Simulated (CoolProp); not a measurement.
Vapour-liquid equilibrium of isobutane (1) + isobutene (2) at 2.8 bar; x and y are mole fractions of (1).

Model: multi-fluid Helmholtz-energy mixture model, Bücker 2006 and Lemmon 2005; pair parameters Bell 2016, in CoolProp.

| x | bubble temperature, mixture model (°C) | bubble temperature, Raoult's law (°C) | y, mixture model | y, Raoult's law |
|---|---|---|---|---|
| 0.05 | 21.9 | 22.0 | 0.059 | 0.057 |
| 0.15 | [?] | 21.5 | 0.173 | 0.169 |
| 0.25 | [?] | 21.0 | 0.281 | 0.278 |
| 0.35 | 20.0 | 20.5 | 0.384 | 0.384 |
| 0.45 | 19.5 | 20.0 | 0.484 | 0.486 |
| 0.55 | 19.1 | 19.6 | [?] | 0.586 |
| 0.65 | 18.7 | 19.1 | 0.676 | 0.683 |
| 0.75 | [?] | 18.6 | 0.769 | 0.777 |
| 0.85 | 18.0 | 18.2 | 0.862 | 0.868 |
| 0.95 | 17.6 | 17.7 | 0.954 | 0.957 |

Question: What belongs in the gaps?

Answer: 
- 0.15, bubble temperature, mixture model (°C): 21.2
- 0.25, bubble temperature, mixture model (°C): 20.6
- 0.55, y, mixture model: 0.581
- 0.75, bubble temperature, mixture model (°C): 18.3

The largest gap from Raoult's law is -0.5 K in bubble temperature, at x = 0.45. No azeotrope shows between x = 0.05 and 0.95.

The pair parameters rest on a limited set of measurements; away from them the model extrapolates.
